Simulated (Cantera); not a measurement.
An adiabatic, constant-pressure homogeneous reactor starts with CH₄ : C₂H₆ : C₃H₈ : O₂ : N₂ : H₂O = 1 : 0.13 : 0.39 : 8.81 : 33.1 : 12 (molar parts), equivalence ratio 0.50, at 1475 K and 300000 Pa. Integrator tolerance rtol = 1e-08.

Computed with Cantera and GRI-Mech 3.0 (53 species, 325 reactions). GRI-Mech 3.0 was tuned for natural gas; its chemistry of propane as a main component is partial and can be far from experiment.

```
quantity                                                              before                                      after
---------------------------------  -----------------------------------------  -----------------------------------------
time of steepest temperature rise                                    75.4 µs                                    60.4 µs
temperature at 3.00 s                                                 2210 K                                     2228 K
equilibrium temperature                                               2210 K                                     2228 K
x(CH₄) at 3.00 s                       <1e-12 (gas-phase equilibrium <1e-12)      <1e-12 (gas-phase equilibrium <1e-12)
x(C₂H₆) at 3.00 s                      <1e-12 (gas-phase equilibrium <1e-12)      <1e-12 (gas-phase equilibrium <1e-12)
x(C₃H₈) at 3.00 s                      <1e-12 (gas-phase equilibrium <1e-12)      <1e-12 (gas-phase equilibrium <1e-12)
x(CO) at 3.00 s                    0.000587 (gas-phase equilibrium 0.000587)  0.000663 (gas-phase equilibrium 0.000663)
x(C₂H₄) at 3.00 s                      <1e-12 (gas-phase equilibrium <1e-12)      <1e-12 (gas-phase equilibrium <1e-12)
```

Question: Name the change that produced these shifts.
A) O2 8.81 to 2.7 parts
B) initial temperature 1475 to 1498 K
C) C3H8 0.39 to 0.13 parts
D) constant volume in place of constant pressure

Answer: B, initial temperature 1475 to 1498 K
